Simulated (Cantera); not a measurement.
# Diamond growth

A diamond (100) surface in a fixed gas of H2 with x(CH4) = 0.0089, x(H) = 0.041, x(CH3) = 0.0013, at 1300 K; coverages are run to steady state.

Cantera simulation using the Harris–Goodwin 1993 mechanism for the reconstructed diamond (100) surface; the numbers are that mechanism's predictions, not measurements.

```
P (Pa)  growth (µm/h)  θ c6HH  θ c6H*  θ c6*H  θ c6**    θ c6HM
------  -------------  ------  ------  ------  ------  --------
330             0.803   0.376  0.0493   0.527  0.0470  0.000209
570              1.64   0.376  0.0493   0.527  0.0469  0.000355
990              3.51   0.376  0.0494   0.526  0.0469  0.000594
1700             7.71   0.375  0.0494   0.526  0.0469  0.000954
3000             18.1   0.375  0.0494   0.525  0.0469   0.00150
5200             41.3   0.375  0.0496   0.524  0.0469   0.00220
9000             91.1   0.374  0.0498   0.523  0.0469   0.00301
16000             199   0.374  0.0503   0.522  0.0470   0.00385
```
θ: site fractions in the mechanism's names (c6HH fully hydrogenated, c6H* and c6*H radical sites, c6** diradical, c6HM methylated).
